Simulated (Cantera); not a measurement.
An isothermal, constant-pressure homogeneous reactor starts with 1.01 % H₂, 18.0 % O₂, 81.0 % N₂, equivalence ratio 0.028, at 1148 K and 0.0267 bar.

Computed with Cantera and the H2/O2 subset of GRI-Mech 3.0, which has no nitrogen chemistry. Radical loss at walls, strong at low pressure, is not modelled.

x: mole fraction; the columns are a selection and need not sum to one.

```
t (s)         x H₂   x O₂       x O      x OH    x H₂O₂     x HO₂     x H₂O
--------  --------  -----  --------  --------  --------  --------  --------
2.00e-6     0.0101  0.180    <1e-12    <1e-12    <1e-12  2.38e-12    <1e-12
7.02e-6     0.0101  0.180    <1e-12    <1e-12    <1e-12  8.36e-12    <1e-12
2.46e-5     0.0101  0.180  2.29e-12  2.23e-12    <1e-12  2.94e-11    <1e-12
8.65e-5     0.0101  0.180  2.46e-11  2.26e-11    <1e-12  1.03e-10  3.94e-12
0.000304    0.0101  0.180  2.31e-10  1.79e-10    <1e-12  3.64e-10  1.17e-10
0.00107     0.0101  0.180   3.19e-9   2.01e-9    <1e-12   1.31e-9   3.77e-9
0.00374     0.0101  0.180   1.45e-6   8.84e-7  1.64e-11   2.35e-8   2.23e-6
0.0131           ?  0.173         ?         ?         ?         ?         ?
0.0461    0.000101  0.174   0.00311  0.000417   3.04e-8   1.07e-6   0.00948
0.162      2.43e-5  0.175  0.000734  0.000203   2.61e-8   6.31e-7   0.00996
0.568      2.74e-6  0.176   8.41e-5   6.89e-5   1.19e-8   1.89e-7    0.0101
1.99       2.89e-7  0.176   9.12e-6   2.28e-5   2.77e-9   3.48e-8    0.0101
7.00       4.12e-8  0.176   1.34e-6   8.74e-6  5.45e-10   6.30e-9    0.0101
```

Problem. Complete the blanks.

Solution. 
- 0.0131, x H₂: 0.000239
- 0.0131, x O: 0.00548
- 0.0131, x OH: 0.000625
- 0.0131, x H₂O₂: 3.68e-8
- 0.0131, x HO₂: 1.30e-6
- 0.0131, x H₂O: 0.00868
